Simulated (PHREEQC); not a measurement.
Nickel, zinc or cadmium bath (model solution)

Solution (20 °C): 53 mmol/kgw ZnSO4, 0.24 mmol/kgw Na2SO4 and 0.66 mmol/kgw MnSO4. Closed to the air; pH follows from the charge balance.

The numbers come from PHREEQC with the ion-association model, wateq4f.dat.

| Item | Value |
|---|---|
| pH | 5.66 |
| ionic strength | 0.114 mol/kgw |

```tsv
species	molality	activity	log γ
Zn+2	0.0279	0.0109	-0.411
SO4-2	0.0242	0.00871	-0.444
ZnSO4	0.0207	0.0213	0.011
Zn(SO4)2-2	0.00433	0.00157	-0.442
Na+	0.000461	0.000358	-0.110
Mn+2	0.000431	0.000167	-0.411
MnSO4	0.000229	0.000235	0.011
NaSO4-	1.93e-5	1.51e-5	-0.107
ZnOH+	4.76e-6	3.69e-6	-0.110
H+	2.66e-6	2.19e-6	-0.086
HSO4-	2.16e-6	1.66e-6	-0.114
Zn(OH)2	2.78e-8	2.85e-8	0.011
```

No solid was allowed to form.
